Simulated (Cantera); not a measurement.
Mixture: 34.7 % H2, 8.27 % O2, 57.0 % N2, equivalence ratio 2.1, at 518 Torr, adiabatic and at constant volume. Ignition delay is the time to a rise of 400 K.

Detailed kinetics in Cantera: GRI-Mech 3.0 (53 species, 325 reactions). Where the delays flatten at high temperature, the 400 K rule measures the pace of heat release, not the induction time.

Problem. Predict: delay at 1323 K; delay at 1523 K; delay at 1723 K; delay at 1923 K.

Solution. 
```json
{
 "delay at 1323 K": "62.6 µs",
 "delay at 1523 K": "42.3 µs",
 "delay at 1723 K": "41.5 µs",
 "delay at 1923 K": "49.9 µs"
}
```
